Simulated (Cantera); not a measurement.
**Hydrocarbon pyrolysis for carbon deposition**

An isothermal, constant-pressure homogeneous reactor starts with C2H6 : N2 = 1 : 20 (molar parts), at 1825 K and 20.0 Torr.

Detailed kinetics in Cantera: GRI-Mech 3.0 (53 species, 325 reactions). GRI-Mech 3.0 stops at C3 and has no aromatics, soot or wall deposition, so with more carbon than oxygen in the feed, carbon stays in small species such as C2H2 where larger ones or solid carbon would form. Radical loss at walls, strong at low pressure, is not modelled.

```tsv
t (s)	x C2H6	x C2H2	x C2H4	x CH2	x H2	x C2H
8.00e-6	0.0459	7.48e-10	3.90e-6	3.55e-7	3.80e-6	<1e-12
2.58e-5	0.0422	1.14e-7	0.000136	9.53e-6	0.000144	1.97e-12
8.30e-5	0.0286	8.94e-5	0.00432	8.58e-5	0.00447	4.89e-8
0.000267	0.00347	0.00744	0.0182	0.000155	0.0297	5.81e-6
0.000862	4.26e-5	0.0298	0.00700	4.89e-5	0.0612	7.34e-6
0.00278	6.39e-6	0.0378	0.00118	1.30e-5	0.0723	3.91e-6
0.00894	1.80e-6	0.0399	0.000196	4.64e-6	0.0765	2.46e-6
0.0288	6.14e-7	0.0410	6.52e-5	2.19e-6	0.0795	1.92e-6
0.0928	2.03e-7	0.0421	2.17e-5	1.41e-6	0.0828	2.07e-6
0.299	2.86e-8	0.0430	4.54e-6	7.48e-7	0.0854	2.73e-6
0.963	1.50e-9	0.0433	2.10e-6	2.41e-7	0.0863	3.56e-6
3.10	5.88e-11	0.0434	1.96e-6	5.24e-8	0.0865	3.87e-6
10.0	3.93e-12	0.0434	1.96e-6	1.09e-8	0.0865	3.89e-6
```
x: mole fraction; the columns are a selection and need not sum to one.

Equilibrium at this temperature and pressure: C2H6 1.43e-12, C2H2 0.0121, C2H4 5.44e-7, CH2 7.05e-9, H2 0.0865, C2H 1.08e-6 (gas phase only).
